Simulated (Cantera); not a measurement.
An adiabatic, constant-pressure homogeneous reactor starts with CH₄ : O₂ : N₂ = 1 : 3.17 : 11.9 (molar parts), equivalence ratio 0.63, at 1475 K and 100000 Pa.

Cantera simulation using GRI-Mech 3.0 (53 species, 325 reactions); the numbers are that mechanism's predictions, not measurements.

Question: Predict: time of steepest temperature rise; temperature at 0.200 s; equilibrium temperature; x(O₂) at 0.200 s.

Answer: 
- time of steepest temperature rise = 1.27 ms
- temperature at 0.200 s = 2533 K
- equilibrium temperature = 2533 K
- x(O₂) at 0.200 s = 0.0663 (gas-phase equilibrium 0.0663)
